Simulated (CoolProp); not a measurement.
The numbers come from the reference Helmholtz-energy equation of state, Lemmon 2006 in CoolProp. It is a short technical equation, of lower accuracy than the large ones.

Problem. Give the vapour pressure (MPa), liquid cp (kJ/(kg K)), liquid viscosity (µPa s), liquid conductivity (mW/(m K)) of saturated R141b at 24.25, 34.95 °C.

Solution. 
| T (°C) | p (MPa) | liquid cp (kJ/(kg K)) | liquid viscosity (µPa s) | liquid conductivity (mW/(m K)) |
|---|---|---|---|---|
| 24.25 | 0.0764 | 1.15 | 411 | 91.1 |
| 34.95 | 0.112 | 1.17 | 365 | 88.1 |

Viscosity comes from a separate model (Huber 2003), an estimate that may be off by 10 % or more. Thermal conductivity comes from a separate model (Huber 2003), an estimate that may be off by 10 % or more.
